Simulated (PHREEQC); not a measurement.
A solution holds 0.006 mol/kgw K2HPO4, 0.087 mol/kgw Na2HPO4 and 0.000352 mol/kgw H3BO3, at 32 °C. Closed to the air; pH follows from the charge balance.

Equilibrium calculation in PHREEQC: ion-association model, phreeqc.dat.

Precipitation was switched off in this run.

Predict the pH, ionic strength, density.

pH 8.99; ionic strength 0.263 mol/kgw; density 1.007 g/cm³.

In which forms is Na present?

Na+ 96 %, NaHPO4- 4.2 % of the Na.
